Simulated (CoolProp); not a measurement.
The fluid at 293.15 K and 0.00456 MPa is compressed adiabatically to 0.024 MPa with isentropic efficiency 0.6. The same conditions are run with several fluids, on thermodynamics alone (safety and materials aside).

Computed with CoolProp (reference Helmholtz-energy equation of state of each fluid (ethanol: Schroeder 2014; propylene: Lemmon 2013; R236FA: Pan 2012; n-perfluorobutane: Gao 2022)).

```csv
fluid,work (kJ/kg),final temperature (K),final density (kg/m³)
ethanol,162,396.2,…
propylene,…,397.5,…
R236FA,…,…,…
n-perfluorobutane,…,326.8,2.12
```

Question: What belongs in the gaps?

Answer: 
- ethanol, final density (kg/m³): 0.337
- propylene, work (kJ/kg): 178
- propylene, final density (kg/m³): 0.306
- R236FA, work (kJ/kg): 46.8
- R236FA, final temperature (K): 348.0
- R236FA, final density (kg/m³): 1.27
- n-perfluorobutane, work (kJ/kg): 29.2
